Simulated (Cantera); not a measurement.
Input (Python, Cantera):

```python
import numpy as np
import cantera as ct

gas = ct.Solution("gri30.yaml")
gas.TP = 300, 100000
flame = ct.CounterflowDiffusionFlame(gas, width=0.02)
flame.fuel_inlet.X, flame.fuel_inlet.T = {'CH4': 1, 'C2H6': 0.034, 'C3H8': 0.18}, 500
flame.oxidizer_inlet.X, flame.oxidizer_inlet.T = {'O2': 0.21, 'N2': 0.79}, 600
flame.set_refine_criteria(ratio=3, slope=0.12, curve=0.24, prune=0.03)
show = ['OH', 'H', 'NO', 'CO', 'C2H2']

rows = []
print(f"{'mdot':>8s}{'a_max':>10s}{'a_mean':>10s}{'Tmax/K':>9s}" + "".join(f"{s:>11s}" for s in show) + "   (peak mole fractions)")
for i, mdot in enumerate([0.25, 0.34, 0.46, 0.62, 0.84, 1.1, 1.5, 2.1, 2.8]):  # kg/m2/s on the oxidiser side
    flame.oxidizer_inlet.mdot, flame.fuel_inlet.mdot = mdot, 1 * mdot
    flame.solve(loglevel=0, auto=(i == 0))
    if flame.T.max() < max(500, 600) + 100:
        print(f"{mdot:8.3g}  no burning solution found from the previous one")
        break
    dT = np.abs(np.gradient(flame.T, flame.grid))
    rows.append([flame.strain_rate("max"), flame.strain_rate("mean"), flame.T.max(),
                 *(flame.X[gas.species_index(s)].max() for s in show), max(dT[0], dT[-1]) / dT.max()])
    print(f"{mdot:8.3g}{rows[-1][0]:10.1f}{rows[-1][1]:10.1f}{rows[-1][2]:9.1f}" + "".join(f"{x:11.3e}" for x in rows[-1][3:-1]))
```

Output:

```
    mdot     a_max    a_mean   Tmax/K         OH          H         NO         CO       C2H2   (peak mole fractions)
    0.25     219.7      46.8   2159.9  9.033e-03  4.768e-03  3.174e-04  6.099e-02  2.364e-02
    0.34     290.5      63.7   2144.0  8.980e-03  4.989e-03  2.945e-04  6.014e-02  2.253e-02
    0.46     383.5      86.2   2129.6  8.938e-03  5.215e-03  2.714e-04  5.957e-02  2.150e-02
    0.62     506.0     116.2   2116.0  8.881e-03  5.441e-03  2.473e-04  5.921e-02  2.049e-02
    0.84     671.4     157.4   2100.6  8.770e-03  5.646e-03  2.201e-04  5.897e-02  1.942e-02
     1.1     862.7     206.1   2085.0  8.611e-03  5.797e-03  1.937e-04  5.884e-02  1.835e-02
     1.5    1150.4     281.1   2064.2  8.333e-03  5.915e-03  1.609e-04  5.886e-02  1.694e-02
     2.1    1571.7     393.5   2037.5  7.904e-03  5.935e-03  1.242e-04  5.913e-02  1.508e-02
     2.8    2052.2     524.7   2010.1  7.404e-03  5.823e-03  9.279e-05  5.961e-02  1.322e-02
```

Cantera simulation using GRI-Mech 3.0 (53 species, 325 reactions); the numbers are that mechanism's predictions, not measurements. GRI-Mech 3.0 was tuned for natural gas; its chemistry of propane as a main component is partial and can be far from experiment. GRI-Mech 3.0 has no aromatics or soot, which form on the fuel side of real flames. The maximum strain rate includes the flame's own expansion and is several times the mean.
